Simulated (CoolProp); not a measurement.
The numbers come from the reference Helmholtz-energy equation of state, Thol 2021 in CoolProp.

Task: Give the vapour pressure (MPa), vapour density (kg/m³), enthalpy of vaporisation (kJ/kg), liquid cp (kJ/(kg K)) of saturated chlorine at 310.9 K.

Result: 
```tsv
T (K)	p (MPa)	vapour density (kg/m³)	enthalpy of vaporisation (kJ/kg)	liquid cp (kJ/(kg K))
310.9	1.08	34.2	237	1.02
```
